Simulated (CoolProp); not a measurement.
Vapour-liquid equilibrium of acetone (1) + toluene (2) at 0.0106 MPa; x and y are mole fractions of (1).

Model: multi-fluid Helmholtz-energy mixture model, Lemmon 2006 and Lemmon 2006; pair parameters Bell 2016, in CoolProp.

**Question.** Give the bubble temperature and the first vapour's composition at x = 0.35, 0.5, 0.8. Is there an azeotrope?

**Answer.** x = 0.35: 287.9 K, y = 0.850; x = 0.5: 284.1 K, y = 0.897; x = 0.8: 278.8 K, y = 0.960. No azeotrope shows between x = 0.05 and 0.95.

Pair parameters are fitted to limited data, so mixtures are less certain than the pure fluids.
